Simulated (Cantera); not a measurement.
What does this Cantera script print?

```python
import numpy as np
import cantera as ct

gas_names = """
    CL CL2 H HCL H2 Si SiCL SiCL2 SiCL3 SiCL4 SiH SiHCL3 SiH2 SiH2CL2 SiH3 SiH3CL SiH4 Si2 Si3
""".split()
cond_names = """
    Si(cr) Si(L)
""".split()


# ... load() reads the species with a 1 bar reference pressure and builds the phases ...
atoms = {
    'SiHCl3': {'Si': 1, 'H': 1, 'CL': 3},
    'H2': {'H': 2},
    'HCl': {'H': 1, 'CL': 1},
}
top_T = {}  # K; cautious upper limits of use, not melting points


# ... equilibrate(T, P, feed) seeds the gas with the atoms and calls Mixture.equilibrate('TP', solver="vcs", rtol=1e-11, max_steps=5000) ...
results = []
T = 1298.15  # K
P = 10000  # Pa
for m in [55, 67, 82, 100, 120, 150, 180, 220, 270, 330, 410, 500]:
    feed = {'SiHCl3': 1, 'H2': m, 'HCl': 4.6}  # mol
    mix = equilibrate(T, P, feed)
    results.append((T, P, feed, dict(zip(mix.species_names, mix.species_moles))))
    x = sorted(zip(gas.X, gas.species_names), reverse=True)
    print(f"T = {T:g} K  P = {P:g} Pa  n(H2) = {m:g} mol  gas = {mix.phase_moles(0):.4g} mol")
    print("   x: " + "  ".join(f"{s} {v:.3e}" for v, s in x if v > 0.0001))
    print("   condensed (mol): " + ("  ".join(f"{mix.phase(i).name} {mix.phase_moles(i):.4g}"
          for i in range(1, mix.n_phases) if mix.phase_moles(i) > 1e-12) or "none"))
```

It prints:

```
T = 1298.15 K  P = 10000 Pa  n(H2) = 55 mol  gas = 61.14 mol
   x: H2 9.046e-01  HCL 7.907e-02  SiCL2 7.741e-03  SiCL4 4.063e-03  SiCL3 2.295e-03  SiHCL3 2.100e-03  SiH2CL2 1.528e-04
   condensed (mol): none
T = 1298.15 K  P = 10000 Pa  n(H2) = 67 mol  gas = 73.2 mol
   x: H2 9.188e-01  HCL 6.752e-02  SiCL2 7.266e-03  SiCL4 2.738e-03  SiCL3 1.825e-03  SiHCL3 1.683e-03  SiH2CL2 1.457e-04
   condensed (mol): none
T = 1298.15 K  P = 10000 Pa  n(H2) = 82 mol  gas = 88.25 mol
   x: H2 9.315e-01  HCL 5.717e-02  SiCL2 6.686e-03  SiCL4 1.782e-03  SiCL3 1.412e-03  SiHCL3 1.311e-03  SiH2CL2 1.359e-04
   condensed (mol): none
T = 1298.15 K  P = 10000 Pa  n(H2) = 100 mol  gas = 106.3 mol
   x: H2 9.423e-01  HCL 4.832e-02  SiCL2 6.058e-03  SiCL4 1.140e-03  SiCL3 1.075e-03  SiHCL3 1.004e-03  SiH2CL2 1.246e-04
   condensed (mol): none
T = 1298.15 K  P = 10000 Pa  n(H2) = 120 mol  gas = 126.4 mol
   x: H2 9.502e-01  HCL 4.242e-02  SiCL2 5.039e-03  SiCL3 7.817e-04  SiHCL3 7.331e-04  SiCL4 7.245e-04  SiH2CL2 1.045e-04
   condensed (mol): Si(cr) 0.06664
T = 1298.15 K  P = 10000 Pa  n(H2) = 150 mol  gas = 156.4 mol
   x: H2 9.583e-01  HCL 3.656e-02  SiCL2 3.711e-03  SiCL3 4.941e-04  SiHCL3 4.654e-04  SiCL4 3.931e-04
   condensed (mol): Si(cr) 0.1952
T = 1298.15 K  P = 10000 Pa  n(H2) = 180 mol  gas = 186.5 mol
   x: H2 9.641e-01  HCL 3.209e-02  SiCL2 2.843e-03  SiCL3 3.314e-04  SiHCL3 3.130e-04  SiCL4 2.307e-04
   condensed (mol): Si(cr) 0.2949
T = 1298.15 K  P = 10000 Pa  n(H2) = 220 mol  gas = 226.5 mol
   x: H2 9.698e-01  HCL 2.758e-02  SiCL2 2.087e-03  SiCL3 2.084e-04  SiHCL3 1.974e-04  SiCL4 1.243e-04
   condensed (mol): Si(cr) 0.3966
T = 1298.15 K  P = 10000 Pa  n(H2) = 270 mol  gas = 276.5 mol
   x: H2 9.747e-01  HCL 2.342e-02  SiCL2 1.498e-03  SiCL3 1.267e-04  SiHCL3 1.204e-04
   condensed (mol): Si(cr) 0.4902
T = 1298.15 K  P = 10000 Pa  n(H2) = 330 mol  gas = 336.5 mol
   x: H2 9.789e-01  HCL 1.982e-02  SiCL2 1.068e-03
   condensed (mol): Si(cr) 0.571
T = 1298.15 K  P = 10000 Pa  n(H2) = 410 mol  gas = 416.6 mol
   x: H2 9.827e-01  HCL 1.643e-02  SiCL2 7.314e-04
   condensed (mol): Si(cr) 0.6465
T = 1298.15 K  P = 10000 Pa  n(H2) = 500 mol  gas = 506.6 mol
   x: H2 9.856e-01  HCL 1.378e-02  SiCL2 5.124e-04
   condensed (mol): Si(cr) 0.7052
```

These are equilibrium values from Cantera (NASA tables, ideal gas, pure condensed phases), not measurements of a reactor. The tables' values for SiCl3 are old estimates; treat these amounts as uncertain.
